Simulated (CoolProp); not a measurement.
Saturation properties of nitrous oxide (Tc = 36.4 °C, pc = 7245 kPa, ω = 0.161).

Values from CoolProp's reference Helmholtz-energy equation of state, Lemmon 2006. It is a short technical equation, of lower accuracy than the large ones.

| T (°C) | p (kPa) | enthalpy of vaporisation (kJ/kg) | vapour Z | surface tension (mN/m) |
|---|---|---|---|---|
| -52.65 | 583.2 | 329.7 | 0.9099 | 15.8 |
| -47.95 | 700.8 | 323.0 | 0.8977 | 14.8 |
| -43.15 | 838.3 | 315.9 | 0.8842 | 13.8 |
| -38.35 | 994.9 | 308.4 | 0.8698 | 12.8 |
| -33.65 | 1168 | 300.8 | 0.8546 | 11.8 |
| -28.85 | 1367 | 292.7 | 0.8379 | 10.9 |
| -24.15 | 1585 | 284.3 | 0.8205 | 9.93 |
| -19.35 | 1832 | 275.3 | 0.8016 | 8.99 |
| -14.55 | 2107 | 265.7 | 0.7813 | 8.07 |
| -9.85 | 2403 | 255.8 | 0.7600 | 7.18 |
| -5.05 | 2736 | 245.0 | 0.7368 | 6.29 |
| -0.25 | 3102 | 233.3 | 0.7117 | 5.42 |

It boils at -88.5 °C under 1 atm.

Surface tension comes from a separate correlation (Mulero 2012).
